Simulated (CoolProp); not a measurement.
2000 sccm (0 °C, 1 atm) of nitrogen bubbles through liquid water at 357.7 K and leaves saturated at a total pressure of 0.15 MPa (ideal gas phase). Each further row changes one setting.

The numbers come from the reference Helmholtz-energy equation of state, Wagner 2002 in CoolProp.

| case | vapour pressure (kPa) | mole fraction of vapour | delivery (mg/min) | delivery (sccm) | change of delivery for a bath 1 K warmer (%) |
|---|---|---|---|---|---|
| as stated | 56.9 | 0.379 | 981 | 1220 | 6.6 |
| bath temperature 362.7 K | 69.0 | 0.460 | 1370 | 1700 | 7.4 |
| total pressure 0.3 MPa | 56.9 | 0.190 | 376 | 468 | 5.0 |
